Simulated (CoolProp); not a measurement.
Vapour-liquid equilibrium of ethylene (1) + ethane (2) at 167 K; x and y are mole fractions of (1).

The numbers come from the multi-fluid Helmholtz-energy mixture model, Smukala 2000 and Bücker 2006; pair parameters Bell 2016 in CoolProp.

Question: Give the bubble pressure and the first vapour's composition at x = 0.35, 0.55, 0.95. Is there an azeotrope?

Answer: x = 0.35: 0.05571 MPa, y = 0.573; x = 0.55: 0.06554 MPa, y = 0.740; x = 0.95: 0.08534 MPa, y = 0.977. No azeotrope shows between x = 0.05 and 0.95.

Pair parameters are fitted to limited data, so mixtures are less certain than the pure fluids.
